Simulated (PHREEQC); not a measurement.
Consider water at 11 °C with 0.97 mmol/kgw NH4HSO4. Closed to the air; pH follows from the charge balance.

Equilibrium calculation in PHREEQC: ion-association model, phreeqc.dat.

This is a speciation only: nothing precipitates in the calculation.

Question: Estimate the pH.

Answer: pH 3.06.

Question: In which forms is S present?

Answer: SO4-2 94 %, HSO4- 5.1 %, NH4SO4- 0.9 % of the S.

Constants without temperature data keep their 25 °C values here.
